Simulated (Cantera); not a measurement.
Cantera run:

```python
import numpy as np
import cantera as ct

gas_names = """
    H HNO HNO2 HNO3 HO2 H2 H2O H2O2 N NH NH2 NH3 NH2OH NO NO2 NO3 N2 N2H2 N2H4 N2O O OH O2 O3
""".split()
cond_names = """
    H2O(s) H2O(L)
""".split()


# ... load() reads the species with a 1 bar reference pressure and builds the phases ...
atoms = {
    'H2O': {'H': 2, 'O': 1},
    'N2': {'N': 2},
}
top_T = {}  # K; cautious upper limits of use, not melting points


# ... equilibrate(T, P, feed) seeds the gas with the atoms and calls Mixture.equilibrate('TP', solver="vcs", rtol=1e-11, max_steps=5000) ...
results = []
feed = {'H2O': 1, 'N2': 6.9}  # mol
T = 500  # K
for P in [10, 84, 710, 6000, 50000, 420000, 3600000, 30000000]:
    mix = equilibrate(T, P, feed)
    results.append((T, P, feed, dict(zip(mix.species_names, mix.species_moles))))

top = {s: max(r[3][s] / sum(r[3][g] for g in gas_names) for r in results) for s in gas_names}
cols = sorted((s for s in top if top[s] > 0.0001), key=lambda s: -top[s])[:8]
seen = [c for c in cond_names if any(r[3].get(c, 0) > 1e-12 for r in results)]
print("log10 of partial pressures in bar; condensed amounts in mol")
print(f"{'P/Pa':>10s}" + "".join(f"{s[:9]:>10s}" for s in cols + seen))
for T, P, feed, n in results:
    ng = sum(n[g] for g in gas_names)
    print(f"{P:10.4g}" + "".join(f"{np.log10(max(n[s] / ng * P / 1e5, 1e-99)):10.3f}" for s in cols)
          + "".join(f"{n.get(c, 0):10.4g}" for c in seen))
```

Output:

```
log10 of partial pressures in bar; condensed amounts in mol
      P/Pa        N2       H2O    H2O(L)
        10    -4.059    -4.898         0
        84    -3.134    -3.973         0
       710    -2.208    -3.046         0
      6000    -1.281    -2.119         0
     5e+04    -0.360    -1.199         0
   4.2e+05     0.564    -0.274         0
   3.6e+06     1.498     0.659         0
     3e+07     2.442     1.363     0.425
```

Method: chemical equilibrium by Gibbs-energy minimisation in Cantera with the NASA 1993 tables (ideal gas, pure condensed phases). The ideal-gas law is rough above about 30 bar.
